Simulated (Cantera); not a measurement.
A perfectly stirred reactor is fed with CH4 : H2 : O2 : N2 : H2O = 1 : 0.94 : 1.9 : 7.14 : 0.77 (molar parts), equivalence ratio 1.3, at 3.20 bar; it is adiabatic with a 673 K inlet, and is followed from long to short residence time, starting on the burning branch (τ in s: 0.035, 0.018, 0.0094, 0.0049, 0.0025, 0.0013, 0.00069, 0.00036, 0.00019, 9.7e-05, 5.1e-05, 2.6e-05, 1.4e-05).

Model: GRI-Mech 3.0 (53 species, 325 reactions), integrated in Cantera.

One state of this run: T (K) = 2141; x CH4 = 0.000535; x H2 = 0.0538; x O2 = 0.00482; x O = 0.000559; x N2O = 6.69e-8. x: mole fraction; the columns are a selection and need not sum to one.

### Question
Which value of τ (s) does it belong to?
A. 0.00036
B. 9.7e-5
C. 0.018
D. 0.0013

### Answer
B, 9.7e-5
